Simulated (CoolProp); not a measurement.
Computed with CoolProp (reference Helmholtz-energy equation of state, Span 2003). It is a short technical equation, of lower accuracy than the large ones.

Q: For n-heptane, give the phase and the cv (kJ/(kg K)), conductivity (mW/(m K)) at 274.5 K and 37 bar; 274.5 K and 74 bar; 274.5 K and 83.2 bar.

A: 
- 274.5 K and 37 bar: liquid; cv 1.70, conductivity 131
- 274.5 K and 74 bar: liquid; cv 1.70, conductivity 132
- 274.5 K and 83.2 bar: liquid; cv 1.70, conductivity 133

Thermal conductivity comes from a separate model (Assael 2013).
